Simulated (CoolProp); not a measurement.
Vapour-liquid equilibrium of R125 (1) + propane (2) at -53.25 °C; x and y are mole fractions of (1).

Computed with CoolProp (multi-fluid Helmholtz-energy mixture model, Lemmon 2005 and Lemmon 2009; pair parameters Bell 2016).

```csv
x,"bubble pressure, mixture model (kPa)","bubble pressure, Raoult's law (kPa)","y, mixture model","y, Raoult's law"
0.05,79.30,61.17,0.268,0.064
0.15,99.87,62.95,0.456,0.186
0.25,108.0,64.73,0.519,0.302
0.35,110.8,66.51,0.545,0.411
0.45,111.6,68.30,0.556,0.515
0.55,111.8,70.08,0.564,0.613
0.65,111.6,71.86,0.577,0.706
0.75,110.1,73.64,0.605,0.795
0.85,104.9,75.43,0.667,0.880
0.95,91.09,77.21,0.823,0.961
```

The largest gap from Raoult's law is +66.8 % in bubble pressure, at x = 0.25. y crosses x between x = 0.55 and 0.65: the model has an azeotrope there.

Pair parameters are fitted to limited data, so mixtures are less certain than the pure fluids. With so large a gap from Raoult's law the liquid may split in two, which this calculation doesn't test in full.
